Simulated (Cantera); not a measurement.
An adiabatic, constant-pressure homogeneous reactor starts with H₂ : O₂ : N₂ : NO = 1 : 0.312 : 1.17 : 0.0052 (molar parts), at 1300 K and 0.440 bar.

Detailed kinetics in Cantera: GRI-Mech 3.0 (53 species, 325 reactions). The mechanism lacks 2 NO + O2 → 2 NO2 and HONO, so NO2 and the effect of NO are under-described below about 1400 K.

One state of this run: T (K) = 2715; x H₂ = 0.162; x O₂ = 0.00141; x NO = 0.00218; x NO₂ = 8.54e-8; x HO₂ = 7.33e-7; x H₂O₂ = 6.94e-8; x N₂O = 6.56e-8. x: mole fraction; the columns are a selection and need not sum to one.

Problem. Which value of t (s) does it belong to?
A) 0.800
B) 0.000770
C) 0.000106
D) 3.92e-5

Solution. A, 0.800
